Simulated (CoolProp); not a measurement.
Vapour-liquid equilibrium of propane (1) + neopentane (2) at 1.1 MPa; x and y are mole fractions of (1).

The numbers come from the multi-fluid Helmholtz-energy mixture model, Lemmon 2009 and Lemmon 2006; pair parameters Bell 2016 in CoolProp.

```
x      bubble temperature (°C)  y at the bubble point  dew temperature at overall composition x (°C)  liquid density (mol/L)
-----  -----------------------  ---------------------  ---------------------------------------------  ----------------------
0.05                      95.8                  0.095                                           97.4                   6.909
0.125                     90.9                  0.225                                           94.7                   7.177
0.2                       86.1                  0.345                                           91.9                   7.455
0.275                     81.2                  0.456                                           89.0                   7.746
0.35                      76.2                  0.558                                           85.9                   8.051
0.425                        ?                  0.652                                           82.6                   8.371
0.5                       65.3                  0.736                                           79.1                   8.706
0.575                     59.6                  0.809                                           75.3                   9.054
0.65                      53.8                  0.869                                           71.0                   9.412
0.725                     48.1                  0.917                                           66.1                   9.773
0.8                       42.7                  0.952                                           60.4                   10.13
0.875                     37.7                  0.976                                           53.2                   10.47
0.95                      33.3                      ?                                           43.0                       ?
```

### Question
Fill in the missing entries.

### Answer

- 0.425, bubble temperature (°C): 70.9
- 0.95, y at the bubble point: 0.993
- 0.95, liquid density (mol/L): 10.78

No azeotrope shows between x = 0.05 and 0.95.

The pair parameters rest on a limited set of measurements; away from them the model extrapolates.
